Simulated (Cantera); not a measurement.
A Cantera script and what it prints.

```python
import numpy as np
import cantera as ct

gas_names = """
    H H2 Si SiH SiH2 SiH3 SiH4 Si2 Si3
""".split()
cond_names = """
    Si(cr) Si(L)
""".split()


def load(file, names, dense=False):
    # The tables refer to 1 bar. Condensed volumes are neglected.
    table = {s.name: s for s in ct.Species.list_from_file(file)}
    out = []
    for n in names:
        d = dict(table[n].input_data)
        d["thermo"] = dict(d["thermo"], **{"reference-pressure": 1e5})
        if dense:
            d["equation-of-state"] = {"model": "constant-volume", "density": "1e6 g/cm^3"}
        out.append(ct.Species.from_dict(d))
    return out


gas = ct.Solution(thermo="ideal-gas", species=load("nasa_gas.yaml", gas_names))
cond = {s.name: ct.Solution(thermo="fixed-stoichiometry", species=[s], name=s.name)
        for s in load("nasa_condensed.yaml", cond_names, dense=True)}
atoms = {
    'Si': {'Si': 1},
    'H2': {'H': 2},
}
top_T = {}  # K; cautious upper limits of use, not melting points


def equilibrate(T, P, feed):
    n = {}
    for name, mol in feed.items():
        for a, k in atoms[name].items():
            n[a] = n.get(a, 0.0) + k * mol
    gas.TPX = T, P, n
    mass = sum(n.values()) * gas.mean_molecular_weight
    gas.equilibrate("TP")
    valid = [c for c in cond.values() if c.min_temp <= T <= top_T.get(c.name, c.max_temp)]
    mix = ct.Mixture([(gas, mass / gas.mean_molecular_weight)] + [(c, 0.0) for c in valid])
    mix.T, mix.P = T, P
    mix.equilibrate("TP", solver="vcs", rtol=1e-11, max_steps=5000)
    return mix


results = []
feed = {'Si': 1, 'H2': 5}  # mol
T = 1098.15  # K
P = 2700000  # Pa
mix = equilibrate(T, P, feed)
results.append((T, P, feed, dict(zip(mix.species_names, mix.species_moles))))
x = sorted(zip(gas.X, gas.species_names), reverse=True)
print(f"T = {T:g} K  P = {P:g} Pa  gas = {mix.phase_moles(0):.4g} mol")
print("   x: " + "  ".join(f"{s} {v:.3e}" for v, s in x if v > 1e-06))
print("   condensed (mol): " + ("  ".join(f"{mix.phase(i).name} {mix.phase_moles(i):.4g}"
      for i in range(1, mix.n_phases) if mix.phase_moles(i) > 1e-12) or "none"))
```

It prints:

```
T = 1098.15 K  P = 2.7e+06 Pa  gas = 5 mol
   x: H2 1.000e+00  SiH4 1.420e-05
   condensed (mol): Si(cr) 0.9999
```

Equilibrium computed with Cantera from the NASA thermochemical tables; the gas is ideal and each condensed phase is pure. Gases not in the tables: Si2H6 and higher silanes.
